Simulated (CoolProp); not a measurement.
Water at several states: density (kg/m³) from the reference equation and from simpler models built on Tc = 373.9 °C, pc = 22060 kPa, ω = 0.344; each cubic takes its own stable root.

Computed with CoolProp (reference Helmholtz-energy equation of state, Wagner 2002).

| T (°C) | p (kPa) | phase | reference | van der Waals | Redlich-Kwong | Peng-Robinson |
|---|---|---|---|---|---|---|
| 46.75 | 42.7 | liquid | 989.4 | 0.2900 | 721.7 | 836.0 |
| 544.15 | 23100 | supercritical | 72.38 | 76.22 | 75.13 | 73.36 |
| 434.05 | 18800 | gas | 76.58 | 77.09 | 77.95 | 78.13 |

At some of these states van der Waals gives the other phase, because its saturation line lies elsewhere.
